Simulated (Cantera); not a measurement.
Mixture: CH4 : O2 : N2 = 1 : 0.952 : 3.58 (molar parts), equivalence ratio 2.1, at 3.80 bar, adiabatic and at constant volume. Ignition delay is the time to a rise of 400 K.

Computed with Cantera and GRI-Mech 3.0 (53 species, 325 reactions).

Problem. Predict: delay at 1150 K; delay at 1300 K; delay at 1450 K; delay at 1600 K; apparent activation energy between 1525 and 1675 K.

Solution. 
```
Item                                                    Result
--------------------------------------------------  ----------
delay at 1150 K                                        37.1 ms
delay at 1300 K                                        5.20 ms
delay at 1450 K                                       0.925 ms
delay at 1600 K                                       0.200 ms
apparent activation energy between 1525 and 1675 K  200 kJ/mol
```
